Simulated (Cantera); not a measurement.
Ammonia decomposition in nitride growth gas

A perfectly stirred reactor is fed with NH3 : H2 = 1 : 0.82 (molar parts), at 100.0 Torr; it is held at 1900 K, and followed from long to short residence time.

Computed with Cantera and the gas-phase N/H chemistry of the illustrative SiF4/NH3 mechanism in the Surface Chemkin manual (1991). Walls and surfaces, which speed up NH3 decomposition in real reactors, are not modelled.

```
τ (s)     x NH3   x H2      x N2       x H     x NH    x N2H4      x N
-------  ------  -----  --------  --------  -------  --------  -------
18       0.0209  0.808     0.170  0.000839  2.49e-6  5.37e-10  3.74e-7
5.8      0.0586  0.782     0.158  0.000579  3.52e-6   2.13e-9  3.73e-7
1.8       0.146  0.723     0.130  0.000395  4.75e-6   7.29e-9  3.66e-7
0.59      0.283  0.631    0.0858  0.000276  5.78e-6   1.75e-8  3.49e-7
0.19      0.420  0.538    0.0416  0.000206  6.39e-6   2.92e-8  3.27e-7
0.060     0.501  0.483    0.0156  0.000173  6.57e-6   3.63e-8  3.09e-7
0.019     0.533  0.461   0.00501  0.000158  6.43e-6   3.80e-8  2.88e-7
0.0061    0.544  0.454   0.00141  0.000146  5.77e-6   3.48e-8  2.43e-7
0.0019    0.548  0.451  0.000262  0.000118  3.89e-6   2.33e-8  1.35e-7
0.00062   0.549  0.451   1.83e-5   6.36e-5  1.17e-6   6.81e-9  2.27e-8
```
x: mole fraction; the columns are a selection and need not sum to one.
